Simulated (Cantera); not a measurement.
Input (Python, Cantera) and output of one run.

```python
import numpy as np
import cantera as ct

gas_names = [...]  # 109 gases of nasa_gas.yaml made of C, Cl, H, Si
cond_names = """
    C(gr) C6H6(L) C7H8(L) C8H18(L),n-octa Si(cr) Si(L) SiC(b)
""".split()


# ... load() reads the species with a 1 bar reference pressure and builds the phases ...
atoms = {
    'SiCl4': {'Si': 1, 'CL': 4},
    'C2H4': {'C': 2, 'H': 4},
    'H2': {'H': 2},
    'CH4': {'C': 1, 'H': 4},
}
top_T = {'C(gr)': 4500, 'SiC(b)': 3050}  # K; cautious upper limits of use, not melting points


# ... equilibrate(T, P, feed) seeds the gas with the atoms and calls Mixture.equilibrate('TP', solver="vcs", rtol=1e-11, max_steps=5000) ...
results = []
feed = {'SiCl4': 1, 'C2H4': 0.87, 'H2': 83, 'CH4': 0.45}  # mol
P = 1400  # Pa
for T in [1073, 1273, 1473, 1673, 1873, 2073, 2273, 2473]:
    mix = equilibrate(T, P, feed)
    results.append((T, P, feed, dict(zip(mix.species_names, mix.species_moles))))
    x = sorted(zip(gas.X, gas.species_names), reverse=True)
    print(f"T = {T:g} K  P = {P:g} Pa  gas = {mix.phase_moles(0):.4g} mol")
    print("   x: " + "  ".join(f"{s} {v:.3e}" for v, s in x if v > 0.001))
    print("   condensed (mol): " + ("  ".join(f"{mix.phase(i).name} {mix.phase_moles(i):.4g}"
          for i in range(1, mix.n_phases) if mix.phase_moles(i) > 1e-12) or "none"))
```

Output:

```
T = 1073 K  P = 1400 Pa  gas = 87.59 mol
   x: H2 9.538e-01  HCL 4.555e-02
   condensed (mol): C(gr) 1.142  SiC(b) 0.9971
T = 1273 K  P = 1400 Pa  gas = 87.63 mol
   x: H2 9.542e-01  HCL 4.561e-02
   condensed (mol): C(gr) 1.181  SiC(b) 0.9985
T = 1473 K  P = 1400 Pa  gas = 87.64 mol
   x: H2 9.543e-01  HCL 4.554e-02
   condensed (mol): C(gr) 1.19  SiC(b) 0.996
T = 1673 K  P = 1400 Pa  gas = 87.68 mol
   x: H2 9.535e-01  HCL 4.537e-02
   condensed (mol): C(gr) 1.188  SiC(b) 0.9907
T = 1873 K  P = 1400 Pa  gas = 87.88 mol
   x: H2 9.490e-01  HCL 4.492e-02  H 5.314e-03
   condensed (mol): C(gr) 1.157  SiC(b) 0.9797
T = 2073 K  P = 1400 Pa  gas = 88.68 mol
   x: H2 9.320e-01  HCL 4.367e-02  H 2.146e-02  C2H2,acetylene 1.142e-03
   condensed (mol): C(gr) 1.068  SiC(b) 0.9117
T = 2273 K  P = 1400 Pa  gas = 91.58 mol
   x: H2 8.782e-01  H 6.653e-02  HCL 4.026e-02  Si 6.952e-03  C2H2,acetylene 3.311e-03  CL 2.202e-03
   condensed (mol): C(gr) 1.288  SiC(b) 0.08263
T = 2473 K  P = 1400 Pa  gas = 96.91 mol
   x: H2 7.753e-01  H 1.659e-01  HCL 3.557e-02  Si 7.716e-03  C2H2,acetylene 7.475e-03  CL 5.393e-03  SiC2 1.850e-03
   condensed (mol): C(gr) 0.3266
```

Equilibrium computed with Cantera from the NASA thermochemical tables; the gas is ideal and each condensed phase is pure. The tables' values for SiCl are old estimates; treat these amounts as uncertain. Gases not in the tables: Si2H6 and higher silanes.
